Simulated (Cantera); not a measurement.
# Stirred combustor or abatement burner

A perfectly stirred reactor is fed with CH4 : O2 : N2 = 1 : 4.35 : 16.3 (molar parts), equivalence ratio 0.46, at 5.00 bar; it is adiabatic with a 525 K inlet, and is followed from long to short residence time, starting on the burning branch (τ in s: 0.037, 0.021, 0.012, 0.0068, 0.0039, 0.0022, 0.0013, 0.00073, 0.00042, 0.00024, 0.00014, 7.9e-05, 4.5e-05).

Model: GRI-Mech 3.0 (53 species, 325 reactions), integrated in Cantera.

```json
[
 {"τ (s)": "0.037", "T (K)": "1583", "x CH4": "2.99e-5", "x O2": "0.109", "x C2H4": "6.20e-8", "x CH2O": "2.64e-6", "x HO2": "3.67e-6", "x HCO": "7.04e-9", "x NO": "1.45e-6"},
 {"τ (s)": "0.021", "T (K)": "1581", "x CH4": "4.49e-5", "x O2": "0.109", "x C2H4": "1.16e-7", "x CH2O": "4.05e-6", "x HO2": "5.45e-6", "x HCO": "1.25e-8", "x NO": "1.44e-6"},
 {"τ (s)": "0.012", "T (K)": "1578", "x CH4": "6.76e-5", "x O2": "0.109", "x C2H4": "2.13e-7", "x CH2O": "6.23e-6", "x HO2": "8.13e-6", "x HCO": "2.20e-8", "x NO": "1.38e-6"},
 {"τ (s)": "0.0068", "T (K)": "1574", "x CH4": "0.000104", "x O2": "0.109", "x C2H4": "3.96e-7", "x CH2O": "9.81e-6", "x HO2": "1.23e-5", "x HCO": "3.95e-8", "x NO": "1.25e-6"},
 {"τ (s)": "0.0039", "T (K)": "1566", "x CH4": "0.000162", "x O2": "0.110", "x C2H4": "7.45e-7", "x CH2O": "1.57e-5", "x HO2": "1.87e-5", "x HCO": "7.04e-8", "x NO": "1.05e-6"},
 {"τ (s)": "0.0022", "T (K)": "1553", "x CH4": "0.000273", "x O2": "0.110", "x C2H4": "1.58e-6", "x CH2O": "2.71e-5", "x HO2": "2.99e-5", "x HCO": "1.29e-7", "x NO": "7.68e-7"},
 {"τ (s)": "0.0013", "T (K)": "1526", "x CH4": "0.000533", "x O2": "0.112", "x C2H4": "4.50e-6", "x CH2O": "5.39e-5", "x HO2": "5.15e-5", "x HCO": "2.32e-7", "x NO": "4.29e-7"},
 {"τ (s)": "0.00073", "T (K)": "525", "x CH4": "0.0462", "x O2": "0.201", "x C2H4": "<1e-12", "x CH2O": "<1e-12", "x HO2": "<1e-12", "x HCO": "<1e-12", "x NO": "<1e-12"},
 {"τ (s)": "0.00042", "T (K)": "525", "x CH4": "0.0462", "x O2": "0.201", "x C2H4": "<1e-12", "x CH2O": "<1e-12", "x HO2": "<1e-12", "x HCO": "<1e-12", "x NO": "<1e-12"},
 {"τ (s)": "0.00024", "T (K)": "525", "x CH4": "0.0462", "x O2": "0.201", "x C2H4": "<1e-12", "x CH2O": "<1e-12", "x HO2": "<1e-12", "x HCO": "<1e-12", "x NO": "<1e-12"},
 {"τ (s)": "0.00014", "T (K)": "525", "x CH4": "0.0462", "x O2": "0.201", "x C2H4": "<1e-12", "x CH2O": "<1e-12", "x HO2": "<1e-12", "x HCO": "<1e-12", "x NO": "<1e-12"},
 {"τ (s)": "7.9e-5", "T (K)": "525", "x CH4": "0.0462", "x O2": "0.201", "x C2H4": "<1e-12", "x CH2O": "<1e-12", "x HO2": "<1e-12", "x HCO": "<1e-12", "x NO": "<1e-12"},
 {"τ (s)": "4.5e-5", "T (K)": "525", "x CH4": "0.0462", "x O2": "0.201", "x C2H4": "<1e-12", "x CH2O": "<1e-12", "x HO2": "<1e-12", "x HCO": "<1e-12", "x NO": "<1e-12"}
]
```
x: mole fraction; the columns are a selection and need not sum to one.
